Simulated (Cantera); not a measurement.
A perfectly stirred reactor is fed with CH4 : N2 = 1 : 160 (molar parts), at 50.3 Torr; it is held at 1525 K, and followed from long to short residence time.

Computed with Cantera and GRI-Mech 3.0 (53 species, 325 reactions). GRI-Mech 3.0 stops at C3 and has no aromatics, soot or wall deposition, so with more carbon than oxygen in the feed, carbon stays in small species such as C2H2 where larger ones or solid carbon would form.

Q: What does this change do: N2 160 to 50 parts?

A: 
```tsv
quantity	before	after
x(CH4) at τ = 1.20 s	0.00414	0.0130
x(H) at τ = 1.20 s	2.29e-6	3.91e-6
x(C2H6) at τ = 1.20 s	3.29e-6	9.92e-6
x(CH3) at τ = 1.20 s	5.73e-5	0.000102
x(C2H2) at τ = 1.20 s	0.000896	0.00294
x(CH4) at τ = 31.0 ms	0.00620	0.0195
x(H) at τ = 31.0 ms	3.33e-8	5.43e-8
x(C2H6) at τ = 31.0 ms	1.48e-7	1.40e-6
x(CH3) at τ = 31.0 ms	1.26e-5	3.88e-5
x(C2H2) at τ = 31.0 ms	1.18e-7	1.23e-6
```
